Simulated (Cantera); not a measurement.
An isothermal, constant-pressure homogeneous reactor starts with 16.1 % H2, 36.5 % O2, 47.4 % N2, at 1250 K and 100000 Pa.

Model: GRI-Mech 3.0 (53 species, 325 reactions), integrated in Cantera. The temperature is held fixed by assumption; the heat of reaction is taken as removed at once.

One state of this run: x H2 = 1.09e-8; x O2 = 0.310; x OH = 8.40e-6; x O = 3.88e-8; x HO2 = 4.04e-8; x NO2 = 3.83e-8; x N2O = 3.68e-8. x: mole fraction; the columns are a selection and need not sum to one.

**Question.** Which value of t (s) does it belong to?
A) 1.29
B) 5.37e-5
C) 0.000289
D) 0.00833

**Answer.** A, 1.29
